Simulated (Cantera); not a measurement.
Charge: 1 mol Si2H6, 4.2 mol O2, held at 1700 K and 6.23 Torr.

Cantera equilibrium calculation (NASA polynomials, part measured and part estimated; ideal gas, pure solids and liquids). Candidate condensed phases: H2O, Si, SiO2; 18 gas species. The feed counts by its element totals alone. The tables hold silica as quartz up to 1696 K and as liquid above; real silica turns to tridymite and cristobalite and melts near 1996 K. The numbers say what is thermodynamically allowed, not how fast it happens.

Base state: H2O 0.808, O2 0.188, OH 0.00333, H2 0.000411, O 0.000213, H 3.28e-5 (mole fractions); condensed: SiO2(condensed).

Q: What changes in the equilibrium state with this change: Si2H6 replaced by TEOS?

A: 
```
species                 before     after
--------------------  --------  --------
H2                    0.000411     0.450
CO                           0     0.416
H2O                      0.808     0.105
O2                       0.188   2.65e-9
CO2                          0    0.0284
SiO                    1.69e-8  0.000143
O                     0.000213   2.53e-8
OH                     0.00333   1.31e-5
H                      3.28e-5   0.00108
SiO2(condensed), mol      2.00     0.997
```
Further candidate phases: C, C6H6, C7H8, C8H18, SiC.
